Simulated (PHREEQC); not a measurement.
A column of 0.1 m (30 cells, dispersivity 0.008 m, 3600 s a shift, diffusion coefficient 3e-10 m²/s) holds 0.00066 eq of the database's cation exchanger X per kg of pore water, first in equilibrium with 0.067 mol KBr, 0.0034 mol NaCl and 1e-05 mol HCl per kg of water. It is flushed with 0.00078 mol (NH4)2SO4 and 1e-05 mol HCl per kg of water, at 25 °C. Values are for the last cell. No CO2 enters from the air. Nothing may precipitate in this run.

Base run: PHREEQC, ion-association model, phreeqc.dat. Each further column changes one thing. The table gives NH4 in solution (mol/kgw).

```json
[
 {"pore volumes": "0", "base": "0", "exchange capacity from 0.00066 to 0.00033 eq/kgw": "0", "dispersivity from 0.008 to 0.016 m": "0"},
 {"pore volumes": "0.3167", "base": "2.48e-6", "exchange capacity from 0.00066 to 0.00033 eq/kgw": "?", "dispersivity from 0.008 to 0.016 m": "2.93e-5"},
 {"pore volumes": "0.7167", "base": "0.000373", "exchange capacity from 0.00066 to 0.00033 eq/kgw": "0.000385", "dispersivity from 0.008 to 0.016 m": "0.000520"},
 {"pore volumes": "1.017", "base": "0.000841", "exchange capacity from 0.00066 to 0.00033 eq/kgw": "0.000882", "dispersivity from 0.008 to 0.016 m": "0.000903"},
 {"pore volumes": "1.317", "base": "0.00109", "exchange capacity from 0.00066 to 0.00033 eq/kgw": "0.00118", "dispersivity from 0.008 to 0.016 m": "0.00113"},
 {"pore volumes": "1.717", "base": "0.00116", "exchange capacity from 0.00066 to 0.00033 eq/kgw": "0.00130", "dispersivity from 0.008 to 0.016 m": "0.00126"},
 {"pore volumes": "2.017", "base": "0.00116", "exchange capacity from 0.00066 to 0.00033 eq/kgw": "0.00132", "dispersivity from 0.008 to 0.016 m": "0.00128"},
 {"pore volumes": "2.317", "base": "0.00119", "exchange capacity from 0.00066 to 0.00033 eq/kgw": "?", "dispersivity from 0.008 to 0.016 m": "?"},
 {"pore volumes": "2.717", "base": "0.00130", "exchange capacity from 0.00066 to 0.00033 eq/kgw": "0.00143", "dispersivity from 0.008 to 0.016 m": "0.00128"},
 {"pore volumes": "3.017", "base": "0.00138", "exchange capacity from 0.00066 to 0.00033 eq/kgw": "0.00148", "dispersivity from 0.008 to 0.016 m": "0.00131"}
]
```

Task: Some entries are withheld; supply them.

Result: 
- 0.3167, exchange capacity from 0.00066 to 0.00033 eq/kgw: 2.60e-6
- 2.317, exchange capacity from 0.00066 to 0.00033 eq/kgw: 0.00136
- 2.317, dispersivity from 0.008 to 0.016 m: 0.00127
